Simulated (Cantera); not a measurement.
Cantera run:

```python
import numpy as np
import cantera as ct

gas_names = [...]  # 56 gases of nasa_gas.yaml made of B, Cl, F, H, O
cond_names = """
    B(b) B(L) B2O3(L) B3O3H3(cr) H2O(s) H2O(L)
""".split()


# ... load() reads the species with a 1 bar reference pressure and builds the phases ...
atoms = {
    'B2O3': {'B': 2, 'O': 3},
    'HF': {'H': 1, 'F': 1},
    'O2': {'O': 2},
    'Cl2': {'CL': 2},
}
top_T = {}  # K; cautious upper limits of use, not melting points


# ... equilibrate(T, P, feed) seeds the gas with the atoms and calls Mixture.equilibrate('TP', solver="vcs", rtol=1e-11, max_steps=5000) ...
results = []
feed = {'B2O3': 1, 'HF': 17, 'O2': 5.3, 'Cl2': 18}  # mol
T = 1823.15  # K
P = 3.4  # Pa
mix = equilibrate(T, P, feed)
results.append((T, P, feed, dict(zip(mix.species_names, mix.species_moles))))
print(gas.report(threshold=1e-05))
for i in range(1, mix.n_phases):
    print(f"{mix.phase(i).name:16s} {mix.phase_moles(i):12.5e} mol")
```

Result:

```
       temperature   1823.2 K
          pressure   3.4 Pa
           density   7.0468e-06 kg/m^3
  mean mol. weight   31.417 kg/kmol
   phase of matter   gas

                          1 kg             1 kmol
                     ---------------   ---------------
          enthalpy        6.5247e+05        2.0499e+07  J
   internal energy        1.6999e+05        5.3405e+06  J
           entropy             10099        3.1729e+05  J/K
    Gibbs function        -1.776e+07       -5.5798e+08  J
 heat capacity c_p            883.34             27752  J/K
 heat capacity c_v             618.7             19438  J/K

                      mass frac. Y      mole frac. X     chem. pot. / RT
                     ---------------   ---------------   ---------------
               BF3         0.0001765        8.1783e-05           -132.87
               BOF          0.049181          0.033731           -86.287
               BO2        3.9241e-05          2.88e-05           -73.268
                CL           0.64953           0.57564           -25.333
               CLO        2.9364e-05        1.7931e-05           -45.879
               CL2        0.00020542        9.1026e-05           -50.665
                 F        0.00064014         0.0010586           -33.566
                 H        7.9301e-06        0.00024717           -20.446
              HBO2        2.1233e-05        1.5225e-05           -93.714
               HCL          0.039107            0.0337           -45.779
                HF           0.16098            0.2528           -54.012
                H2        7.0831e-07        1.1038e-05           -40.893
               H2O        0.00016966        0.00029588            -61.44
                 O         0.0040421         0.0079374           -20.547
                OH        0.00024966        0.00046121           -40.993
                O2          0.095603          0.093868           -41.094
     [  +40 minor]        1.3155e-05        7.1057e-06

B(b)              0.00000e+00 mol
B2O3(L)           0.00000e+00 mol
B3O3H3(cr)        0.00000e+00 mol
```

Equilibrium computed with Cantera from the NASA thermochemical tables; the gas is ideal and each condensed phase is pure.
